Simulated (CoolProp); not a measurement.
The numbers come from the reference Helmholtz-energy equation of state, McLinden 2015 in CoolProp.

### Question
For the fluoroketone C6F12O (FK-5-1-12), give the phase and the cv (kJ/(kg K)), speed of sound (m/s), isothermal compressibility (1/MPa), fugacity coefficient at 202.65 °C and 1.16 MPa; 67.85 °C and 0.57 MPa.

### Answer
- 202.65 °C and 1.16 MPa: gas; cv 1.03, speed of sound 93.9, isothermal compressibility 1.07, fugacity coefficient 0.843
- 67.85 °C and 0.57 MPa: liquid; cv 0.917, speed of sound 376, isothermal compressibility 0.00600, fugacity coefficient 0.306
